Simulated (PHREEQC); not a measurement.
0.021 g of hydrous ferric oxide (600 m²/g; 0.2 weak and 0.005 strong sites per Fe, Dzombak-Morel constants, diffuse double layer) in 1 kg of water with 0.005 mol/kgw of an inert sodium salt, at 25 °C; the pH is set by adding NaOH or the inert anion's acid. Oxygen alone is held at its pressure in air (log pO2 = -0.68). The system is closed to CO2. Nothing may precipitate in this run.

Computed with PHREEQC (ion-association model, wateq4f.dat).

```csv
pH,surface charge σ (C/m²),surface potential ψ (mV)
3,0.302,215
3.67,[?],203
4.33,0.147,183
5,0.090,158
5.67,0.051,129
6.33,[?],97
7,[?],62
7.67,0.004,25
8.33,-0.002,-12
9,-0.009,[?]
9.67,-0.021,-86
10.33,[?],[?]
11,-0.081,-148
```

Question: Fill in the missing entries.

Answer: 
- 3.67, surface charge σ (C/m²): 0.221
- 6.33, surface charge σ (C/m²): 0.027
- 7, surface charge σ (C/m²): 0.013
- 9, surface potential ψ (mV): -50
- 10.33, surface charge σ (C/m²): -0.042
- 10.33, surface potential ψ (mV): -119

Species that the database lacks are ignored. The oxide is taken as insoluble; below pH 4 it would dissolve.
